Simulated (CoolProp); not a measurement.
Chlorine along the isotherm 226.3 K: Z from the reference equation and from simpler models built on Tc = 416.9 K, pc = 76.42 bar, ω = 0.070; each cubic takes its own stable root.

Computed with CoolProp (reference Helmholtz-energy equation of state, Thol 2021).

| p (bar) | phase | reference |
|---|---|---|
| 0.363 | gas | 0.9888 |
| 0.825 | liquid | 0.001944 |
| 1.24 | liquid | 0.002922 |
| 1.88 | liquid | 0.004430 |
| 2.83 | liquid | 0.006669 |
| 4.27 | liquid | 0.01006 |
| 6.45 | liquid | 0.01519 |
| 9.73 | liquid | 0.02291 |
| 14.7 | liquid | 0.03460 |
| 22.1 | liquid | 0.05198 |
| 33.4 | liquid | 0.07848 |
| 50.4 | liquid | 0.1182 |
| 76 | liquid | 0.1779 |
| 115 | liquid | 0.2683 |

**Question.** How far does each simpler model (van der Waals, Soave-Redlich-Kwong, Peng-Robinson) lie from the reference over these 14 states: mean and median of the absolute difference, and the worst?

**Answer.** 
- van der Waals: mean 8616.1 %, median 59.8 %, worst +50666.5 % at 226.3 K and 0.825 bar
- Soave-Redlich-Kwong: mean 7.9 %, median 8.5 %, worst +8.5 % at 226.3 K and 0.825 bar
- Peng-Robinson: mean 3.5 %, median 3.8 %, worst -3.8 % at 226.3 K and 115 bar

At some of these states van der Waals gives the other phase, because its saturation line lies elsewhere.
